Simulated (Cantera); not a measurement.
A closed system holds: 1 mol C2H2, 0.0077 mol O2, a varied amount of H2, equilibrated at 100 Torr.

Equilibrium computed with Cantera from the NASA thermochemical tables; the gas is ideal and each condensed phase is pure. Candidate condensed phases: C, C6H6, C7H8, C8H18, H2O; 110 gas species. Kinetics and transport are ignored.

Stable condensed phases, one row left out:

```
T in °C \ n(H2) in mol
         7.8  22  36  51  65  79  94
   1352    A   A   A   A   A   A   A
   1277    A   A   A   A   A   A   A
   1202    A   A   A   A   A   A   A
   1127    A   A   A   A   A   A   A
   1052    A   A   A   A   A   A   A
    977    A   A   A   A   A   A   A
    902    A   A   A   A   A   A   A
    827    A   A   A   A   A   A   A
    752    A   A   A   A   A   A   A
    677    A   A   A   A   A   A   B
    527    A   B   B   B   B   B   B
```

A: C; B: gas only.

Give the row for 602 °C.

7.8: C; 22: C; 36: C; 51: gas only; 65: gas only; 79: gas only; 94: gas only.
